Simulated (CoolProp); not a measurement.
A single-stage vapour-compression cycle with isobutane: evaporating at 245.15 K (dew point), condensing at 298.15 K (bubble point), superheat 0 K, subcooling 0 K, compressor efficiency 0.75, no pressure losses. Each further row changes one setting.

The numbers come from the reference Helmholtz-energy equation of state, Bücker 2006 in CoolProp.

| case | cooling COP | pressure ratio | discharge temperature (K) | refrigerating effect (kJ/kg) | volumetric capacity (kJ/m³) |
|---|---|---|---|---|---|
| as stated | 2.74 | 6.86 | 311.0 | 258 | 386 |
| evaporating temperature 250.15 K | (withheld) | 5.50 | (withheld) | 265 | 486 |
| condensing temperature 293.15 K | 3.12 | 5.92 | 305.7 | 270 | 404 |
| subcooling 5 K | (withheld) | 6.86 | 311.0 | 270 | 404 |
| superheat 10 K | 2.78 | 6.86 | 321.2 | 273 | 390 |
| compressor efficiency 0.65 | (withheld) | 6.86 | 318.8 | 258 | 386 |

Q: Some entries are withheld; supply them.

A: 
- evaporating temperature 250.15 K, cooling COP: 3.17
- evaporating temperature 250.15 K, discharge temperature (K): 308.8
- subcooling 5 K, cooling COP: 2.87
- compressor efficiency 0.65, cooling COP: 2.38
